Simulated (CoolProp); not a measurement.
A single-stage vapour-compression cycle with R245ca: evaporating at 295.15 K (dew point), condensing at 332.15 K (bubble point), superheat 8 K, subcooling 0 K, compressor efficiency 0.8, no pressure losses. Each further row changes one setting.

Values from CoolProp's reference Helmholtz-energy equation of state, Zhou 2016.

```tsv
case	cooling COP	pressure ratio	discharge temperature (K)	refrigerating effect (kJ/kg)	volumetric capacity (kJ/m³)
as stated	5.44	3.57	338.9	161	790
evaporating temperature 300.15 K	6.55	2.94	338.7	165	973
condensing temperature 327.15 K	6.47	3.07	334.4	168	825
subcooling 5 K	5.68	3.57	338.9	168	825
superheat 18 K	5.54	3.57	349.0	171	806
compressor efficiency 0.7	4.76	3.57	343.0	161	790
```
